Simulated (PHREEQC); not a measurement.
Dissolve 0.057 mol/kgw H3PO4, 0.17 mol/kgw NaOH and 0.00022 mol/kgw ZnSO4 at 66 °C. It is in equilibrium with CO2 at log p = -3.5 (atm). Otherwise closed; pH follows from the charge balance.

All values are PHREEQC results (ion-association model, wateq4f.dat), not measurements.

Task: The ionic strength comes out as 0.205 mol/kgw. What activity coefficients do HPO4-2, OH-, SO4-2, PO4-3, NaHPO4- get?

Result: HPO4-2 0.27, OH- 0.69, SO4-2 0.26, PO4-3 0.052, NaHPO4- 0.73.

This is a speciation only: nothing precipitates in the calculation. The solution is supersaturated, for example in Zincite(c) (slow to form), so a real one may precipitate; this is no full list. H3PO4, which wateq4f.dat lacks, is added to it with the constant of phreeqc.dat. At this temperature some constants are extrapolated from 25 °C, and those without enthalpy data are left unchanged. The database has no phosphate complexes of Zn. The database's zinc carbonate complexes are estimates, stronger than later reviews accept.
